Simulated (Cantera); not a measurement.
**Silicon epitaxy and polysilicon growth: Si₃H₈ + Cl₂ + H₂**

Feed: 1 mol Si₃H₈, 0.009 mol Cl₂, 380 mol H₂, at 6900 Pa.

Cantera equilibrium calculation (NASA polynomials, part measured and part estimated; ideal gas, pure solids and liquids). Candidate condensed phases: Si; 19 gas species. The feed counts by its element totals alone. Gases not in the tables: Si₂H₆ and higher silanes. Kinetics and transport are ignored.

| T (°C) | x H₂ | x H | x HCl | x Si | x SiH₂ | x SiH | x Si₂ | n Si(s) | n Si(l) |
|---|---|---|---|---|---|---|---|---|---|
| 1050 | 1.000 | 6.04e-6 | 4.69e-5 | 1.29e-9 | 1.13e-7 | 2.48e-9 | <1e-12 | 3.00 | 0 |
| 1125 | 1.000 | 1.80e-5 | 4.69e-5 | 1.13e-8 | 3.66e-7 | 1.49e-8 | 6.60e-12 | 3.00 | 0 |
| 1200 | 1.000 | 4.82e-5 | 4.69e-5 | 7.93e-8 | 1.05e-6 | 7.49e-8 | 8.34e-11 | 3.00 | 0 |
| 1275 | 1.000 | 0.000117 | 4.68e-5 | 4.60e-7 | 2.73e-6 | 3.20e-7 | 8.20e-10 | 3.00 | 0 |
| 1350 | 1.000 | 0.000263 | 4.68e-5 | 2.27e-6 | 6.47e-6 | 1.19e-6 | 6.51e-9 | 3.00 | 0 |
| 1425 | 0.999 | 0.000550 | 4.68e-5 | 9.52e-6 | 1.40e-5 | 3.89e-6 | 4.14e-8 | 0 | 2.99 |
| 1500 | 0.999 | 0.00108 | 4.68e-5 | 3.09e-5 | 2.46e-5 | 1.00e-5 | 1.72e-7 | 0 | 2.97 |
x: gas mole fraction; n: condensed amount in mol.

From 1050 °C to 1350 °C the condensed part is Si(s). From 1425 °C to 1500 °C the condensed part is Si(l). The main Si-bearing gas is SiH₂ at 1050 °C and Si at 1500 °C.
